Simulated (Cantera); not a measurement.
A perfectly stirred reactor is fed with C3H8 : H2 = 1 : 35 (molar parts), at 0.375 Torr; it is held at 1850 K, and followed from long to short residence time.

Detailed kinetics in Cantera: GRI-Mech 3.0 (53 species, 325 reactions). GRI-Mech 3.0 was tuned for natural gas; its chemistry of propane as a main component is partial and can be far from experiment. GRI-Mech 3.0 stops at C3 and has no aromatics, soot or wall deposition, so with more carbon than oxygen in the feed, carbon stays in small species such as C2H2 where larger ones or solid carbon would form. Radical loss at walls, strong at low pressure, is not modelled.

```json
[
 {"quantity": "x(C3H8) at τ = 0.670 s", "before": "3.08e-5", "after": "0.000182"},
 {"quantity": "x(H2) at τ = 0.670 s", "before": "0.943", "after": "0.942"},
 {"quantity": "x(CH4) at τ = 0.670 s", "before": "0.0214", "after": "0.0299"},
 {"quantity": "x(CH2) at τ = 0.670 s", "before": "1.28e-5", "after": "2.05e-6"},
 {"quantity": "x(H) at τ = 0.670 s", "before": "0.00595", "after": "0.00233"},
 {"quantity": "x(C3H8) at τ = 52.0 ms", "before": "0.000362", "after": "0.00189"},
 {"quantity": "x(H2) at τ = 52.0 ms", "before": "0.935", "after": "0.942"},
 {"quantity": "x(CH4) at τ = 52.0 ms", "before": "0.0321", "after": "0.0287"},
 {"quantity": "x(CH2) at τ = 52.0 ms", "before": "2.25e-5", "after": "3.68e-6"},
 {"quantity": "x(H) at τ = 52.0 ms", "before": "0.00693", "after": "0.00287"}
]
```

Name the change that produced these shifts.
(A) H2 35 to 130 parts
(B) temperature 1850 to 1550 K
(C) pressure from 0.375 Torr to 0.370 bar
(D) pressure from 0.375 Torr to 12.0 Torr

B, temperature 1850 to 1550 K
